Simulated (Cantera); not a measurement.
Input: 1 mol PbCl2, 0.065 mol HCl, 280 mol N2, held at 100 Torr.

These are equilibrium values from Cantera (NASA tables, ideal gas, pure condensed phases), not measurements of a reactor. Candidate condensed phases: NH4Cl, Pb, PbCl2; 17 gas species. The tables' values for PbCl4 are old estimates; treat these amounts as uncertain. Kinetics and transport are ignored.

log p: log10 of the partial pressure in bar; nothing condenses.

| T (K) | log p N2 | log p Cl | log p PbCl2 | log p PbCl | log p Pb |
|---|---|---|---|---|---|
| 975 | -0.88 | ___ | -3.44 | -4.16 | -5.70 |
| 1075 | -0.88 | ___ | -3.44 | -4.15 | -5.71 |
| 1175 | -0.88 | ___ | -3.44 | -4.14 | -5.72 |
| 1275 | -0.88 | ___ | -3.44 | -4.13 | -5.72 |
| 1375 | -0.88 | ___ | -3.45 | -4.12 | -5.71 |
| 1475 | -0.88 | ___ | -3.45 | -4.08 | -5.63 |
| 1575 | -0.88 | ___ | -3.47 | -3.95 | -5.38 |
| 1675 | -0.88 | ___ | -3.55 | -3.76 | -4.92 |
| 1775 | -0.88 | ___ | -3.72 | -3.61 | -4.45 |
| 1875 | -0.88 | ___ | -3.99 | -3.55 | -4.06 |
| 1975 | -0.88 | ___ | -4.36 | -3.58 | -3.78 |
| 2075 | -0.88 | ___ | -4.80 | -3.71 | -3.58 |

**Question.** Fill in the missing entries.

**Answer.** 
- 975, log p Cl: -10.22
- 1075, log p Cl: -8.67
- 1175, log p Cl: -7.39
- 1275, log p Cl: -6.31
- 1375, log p Cl: -5.40
- 1475, log p Cl: -4.63
- 1575, log p Cl: -4.07
- 1675, log p Cl: -3.73
- 1775, log p Cl: -3.50
- 1875, log p Cl: -3.34
- 1975, log p Cl: -3.23
- 2075, log p Cl: -3.15
